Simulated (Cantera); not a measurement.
A closed system holds: 1 mol Si3N4, 0.099 mol O2, 5.2 mol H2, held at 1823.15 K and 45.0 Pa.

Method: chemical equilibrium by Gibbs-energy minimisation in Cantera with the NASA 1993 tables (ideal gas, pure condensed phases). Candidate condensed phases: H2O, Si, SiO2, Si2N2O, Si3N4; 35 gas species. The tables' values for SiN are old estimates; treat these amounts as uncertain. Gases not in the tables: Si2H6 and higher silanes. Rates play no part.

Base state: H2 0.681, N2 0.265, SiO 0.0263, H 0.0169, Si 0.00984, SiH 0.000184, Si2N 6.98e-5, Si2 6.37e-5 (mole fractions); condensed: Si(l).

Q: What changes in the equilibrium state with this change: temperature from 1823.15 K to 1398.15 K?

A: 
```
species          before     after
--------------  -------  --------
H2                0.681     0.987
N2                0.265    0.0126
H                0.0169  0.000222
SiO              0.0263  0.000133
Si2             6.37e-5     <1e-9
Si3             1.50e-5     <1e-9
Si2N            6.98e-5   1.07e-8
Si              0.00984   1.71e-6
SiN             4.45e-5   8.31e-9
Si(l), mol         2.72         0
Si2N2O(s), mol        0     0.197
Si3N4(s), mol         0     0.868
```
Mutual solubility and eutectic melting of coexisting phases are not modelled.
